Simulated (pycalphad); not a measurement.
# Effect of Cu content in Si-Cu

All values are pycalphad results on the COST 507 light-alloy database (1999) (1 atm), not direct measurements. The data set is of 1999 and partly superseded. Phase fractions are per mole of atoms.

### Question
One of these alloys has its liquidus at 1674 K, its solidus at 1074 K, and holds DIAMOND_A4 0.97, CU19SI6_ETA 0.03 at 825 K. Which?
(A) Si-0.21Cu (at.%)
(B) Si-2.55Cu (at.%)
(C) Si-1.7Cu (at.%)
(D) Si-0.85Cu (at.%)

### Answer
B, Si-2.55Cu (at.%). The others: Si-0.21Cu (at.%), liquidus 1686, solidus 1074; Si-0.85Cu (at.%), liquidus 1683, solidus 1074; Si-1.7Cu (at.%), liquidus 1679, solidus 1074

Database names, with the compositions (at.%) that they take in these runs: CU19SI6_ETA: Cu 76 Si 24. DIAMOND_A4 is diamond (Si).
